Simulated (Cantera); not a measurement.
# Equilibrium for halide evaporation, hydrolysis and transport: PbF2 + N2

A closed system holds: 1 mol PbF2, 1.4 mol N2, held at 1000 K.

Method: chemical equilibrium by Gibbs-energy minimisation in Cantera with the NASA 1993 tables (ideal gas, pure condensed phases). Candidate condensed phases: Pb, PbF2; 12 gas species. Rates play no part.

| P (Pa) | log p N2 | log p PbF4 | log p PbF2 | log p Pb | log p PbF | log p Pb2 | n Pb(l) | n PbF2(s) |
|---|---|---|---|---|---|---|---|---|
| 0.100 | -6.23 | -6.88 | -6.82 | -6.90 | -8.14 | -14.51 | 0 | 0 |
| 1.60 | -5.03 | -5.68 | -5.61 | -5.69 | -6.94 | -12.10 | 0 | 0 |
| 25 | -3.80 | -4.38 | -4.51 | -4.79 | -5.94 | -10.29 | 0.217 | 0 |
| 400 | -2.43 | -3.67 | -4.16 | -4.79 | -5.76 | -10.29 | 0.0748 | 0.811 |
| 6300 | -1.20 | -3.67 | -4.16 | -4.79 | -5.76 | -10.29 | 0.00441 | 0.989 |
| 100000 | 0.00 | -3.67 | -4.16 | -4.79 | -5.76 | -10.29 | 0.000277 | 0.999 |
log p: log10 of the partial pressure in bar; n: condensed amount in mol.

From 0.100 Pa to 1.60 Pa nothing is condensed. At 25.0 Pa the condensed part is Pb(l). From 400 Pa to 100000 Pa the condensed part is Pb(l) + PbF2(s). The main Pb-bearing gas is PbF2 at 0.100 Pa and PbF4 at 100000 Pa.
